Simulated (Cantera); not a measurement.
A closed system holds: 1 mol V, 3.1 mol NH3, 2.4 mol N2, held at 675 °C and 0.00705 Torr.

Method: chemical equilibrium by Gibbs-energy minimisation in Cantera with the NASA 1993 tables (ideal gas, pure condensed phases). Candidate condensed phases: V, VN; 11 gas species. VN: taken at fixed stoichiometry. Condensed phases not in the tables: V2N. Kinetics and transport are ignored.

Base state: H2 0.574, N2 0.426 (mole fractions); condensed: VN(s).

What changes in the equilibrium state with this change: temperature from 675 °C to 2075 °C?


```json
[
 {"species": "H", "before": "1.30e-7", "after": "0.621"},
 {"species": "N2", "before": "0.426", "after": "0.284"},
 {"species": "V", "before": "<1e-9", "after": "0.0718"},
 {"species": "H2", "before": "0.574", "after": "0.0237"},
 {"species": "N", "before": "<1e-9", "after": "1.13e-5"},
 {"species": "VN(s), mol", "before": "1.00", "after": "0"}
]
```
